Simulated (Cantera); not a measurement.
Input: 1 mol Si3N4, 0.32 mol C, 5.1 mol H2, at 1623 K and 1.33 mbar.

Equilibrium computed with Cantera from the NASA thermochemical tables; the gas is ideal and each condensed phase is pure. Candidate condensed phases: C, C6H6, C7H8, C8H18, Si, SiC, Si3N4; 105 gas species. Mutual solubility and eutectic melting of coexisting phases are not modelled. Equilibrium is a limit: real reactors are often held back by kinetics, nucleation or transport.

Base state: H2 0.717, N2 0.281, H 0.00160, Si 0.000117, HCN 1.20e-5 (mole fractions); condensed: Si(s) + SiC(s).

Question: What changes in the equilibrium state with this change: pressure from 1.33 mbar to 13.3 mbar?

Answer: 
```
species          before     after
-------------  --------  --------
H2                0.717     0.959
N2                0.281    0.0401
H               0.00160  0.000586
Si             0.000117   1.03e-5
HCN             1.20e-5   5.96e-6
Si(s), mol         2.68         0
SiC(s), mol       0.320     0.320
Si3N4(s), mol         0     0.893
```

Question: What changes in the equilibrium state with this change: temperature from 1623 K to 2398.15 K?

Answer: 
| species | before | after |
|---|---|---|
| H2 | 0.717 | 0.322 |
| H | 0.00160 | 0.245 |
| Si | 0.000117 | 0.237 |
| N2 | 0.281 | 0.173 |
| SiC2 | <1e-9 | 0.00687 |
| CN | <1e-9 | 0.000189 |
| C2H2 (acetylene) | 3.23e-9 | 0.000338 |
| SiC | <1e-9 | 2.46e-5 |
| Si2C | 4.35e-7 | 0.00793 |
| Si(s), mol | 2.68 | 0 |
| SiC(s), mol | 0.320 | 0 |
The tables' values for SiN are old estimates; treat these amounts as uncertain. Gases not in the tables: Si2H6 and higher silanes.
